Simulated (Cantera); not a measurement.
**Equilibrium for silicon carbide growth: CH3SiCl3 + HCl + H2**

Feed: 1 mol CH3SiCl3, 0.11 mol HCl, 7.3 mol H2, held at 2.10 mbar.

Method: chemical equilibrium by Gibbs-energy minimisation in Cantera with the NASA 1993 tables (ideal gas, pure condensed phases). Candidate condensed phases: C, C6H6, C7H8, C8H18, Si, SiC; 109 gas species. The feed counts by its element totals alone. The tables' values for SiCl, SiCl3 are old estimates; treat these amounts as uncertain. Kinetics and transport are ignored.

From 1273 K to 1973 K the condensed part is C(graphite) + SiC(s). The main Si-bearing gas is SiCl2 throughout. The share of Si in condensed phases is highest at 1273 K (98.6 %) and lowest at 1973 K (85.8 %).

| T (K) | x H2 | x HCl | x H | x SiCl2 | x Cl | x Si | n C(graphite) | n SiC(s) |
|---|---|---|---|---|---|---|---|---|
| 1273 | 0.703 | 0.295 | 1.30e-5 | 0.000823 | 4.66e-6 | 2.20e-11 | 0.0136 | 0.986 |
| 1373 | 0.703 | 0.295 | 6.09e-5 | 0.00151 | 2.12e-5 | 7.83e-10 | 0.0180 | 0.982 |
| 1473 | 0.704 | 0.293 | 0.000232 | 0.00251 | 7.82e-5 | 1.71e-8 | 0.0275 | 0.972 |
| 1573 | 0.705 | 0.290 | 0.000745 | 0.00387 | 0.000244 | 2.50e-7 | 0.0411 | 0.959 |
| 1673 | 0.705 | 0.286 | 0.00209 | 0.00559 | 0.000661 | 2.66e-6 | 0.0584 | 0.941 |
| 1773 | 0.705 | 0.281 | 0.00521 | 0.00763 | 0.00160 | 2.16e-5 | 0.0789 | 0.919 |
| 1873 | 0.701 | 0.273 | 0.0118 | 0.00988 | 0.00348 | 0.000139 | 0.102 | 0.893 |
| 1973 | 0.693 | 0.262 | 0.0245 | 0.0121 | 0.00693 | 0.000745 | 0.132 | 0.858 |
x: gas mole fraction; n: condensed amount in mol.
